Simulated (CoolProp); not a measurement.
Vapour-liquid equilibrium of methanol (1) + ethanol (2) at 474.1 K; x and y are mole fractions of (1).

The numbers come from the multi-fluid Helmholtz-energy mixture model, de Reuck 1993 and Schroeder 2014; pair parameters Bell 2016 in CoolProp.

### Question
Give the bubble pressure and the first vapour's composition at x = 0.05, 0.2, 0.65. Is there an azeotrope?

### Answer
x = 0.05: 3.087 MPa, y = 0.060; x = 0.2: 3.234 MPa, y = 0.230; x = 0.65: 3.680 MPa, y = 0.688. No azeotrope shows between x = 0.05 and 0.95.

The pair parameters rest on a limited set of measurements; away from them the model extrapolates.
